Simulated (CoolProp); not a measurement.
Vapour-liquid equilibrium of cis-2-butene (1) + acetone (2) at 230.8 K; x and y are mole fractions of (1).

Computed with CoolProp (multi-fluid Helmholtz-energy mixture model, Lemmon 2005 and Lemmon 2006; pair parameters Bell 2016).

```json
[
 {"x": "0.05", "bubble pressure (MPa)": "0.002942", "y at the bubble point": "0.805", "dew pressure at overall composition x (MPa)": "0.0006324", "liquid density (mol/L)": "14.61"},
 {"x": "0.2", "bubble pressure (MPa)": "0.007563", "y at the bubble point": "0.933", "dew pressure at overall composition x (MPa)": "0.0007495", "liquid density (mol/L)": "14.16"},
 {"x": "0.35", "bubble pressure (MPa)": "0.009498", "y at the bubble point": "0.951", "dew pressure at overall composition x (MPa)": "0.0009197", "liquid density (mol/L)": "13.74"},
 {"x": "0.5", "bubble pressure (MPa)": "0.01006", "y at the bubble point": "0.955", "dew pressure at overall composition x (MPa)": "0.001190", "liquid density (mol/L)": "13.35"},
 {"x": "0.65", "bubble pressure (MPa)": "0.01021", "y at the bubble point": "0.957", "dew pressure at overall composition x (MPa)": "0.001684", "liquid density (mol/L)": "12.99"},
 {"x": "0.8", "bubble pressure (MPa)": "0.01049", "y at the bubble point": "0.962", "dew pressure at overall composition x (MPa)": "0.002878", "liquid density (mol/L)": "12.66"},
 {"x": "0.95", "bubble pressure (MPa)": "0.01118", "y at the bubble point": "0.983", "dew pressure at overall composition x (MPa)": "0.009426", "liquid density (mol/L)": "12.38"}
]
```

No azeotrope shows between x = 0.05 and 0.95.

The pair parameters rest on a limited set of measurements; away from them the model extrapolates. With so large a gap from Raoult's law the liquid may split in two, which this calculation doesn't test in full.
